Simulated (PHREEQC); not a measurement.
Dissolve 0.13 mol KHSO4, 5.4e-05 mol NaHF2, 0.001 mol FeCl2 and 0.067 mol CuCl2 per kg of water at 20 °C. It is in equilibrium with CO2 at log p = -2 (atm). Otherwise closed; pH follows from the charge balance.

The numbers come from PHREEQC with the ion-association model, phreeqc.dat.

Each row changes one thing in this solution. This is a speciation only: nothing precipitates in the calculation.

```tsv
case	pH	ionic strength (mol/kgw)	K+ (mol/kgw)	HSO4- (mol/kgw)	Cu+2 (mol/kgw)	SO4-2 (mol/kgw)	SI of Sylvite (KCl)	SI of Melanterite (FeSO4:7H2O)
as made	1.27	0.367	0.123	0.0611	0.0430	0.0409	-3.01	-3.55
diluted 5-fold with water	1.83	0.0843	0.0252	0.00832	0.00928	0.0129	-4.26	-4.24
0.013 mol/kgw NaCl added	1.27	0.381	0.123	0.0607	0.0431	0.0411	-2.97	-3.56
0.075 mol/kgw KCl added	1.26	0.445	0.194	0.0590	0.0435	0.0417	-2.64	-3.59
temperature from 20 to 15 °C	1.26	0.371	0.123	0.0592	0.0433	0.0426	-2.98	-3.45
```

Species that the database lacks are ignored. Fluoro complexes past AlF4- and FeF3 are missing from the database.
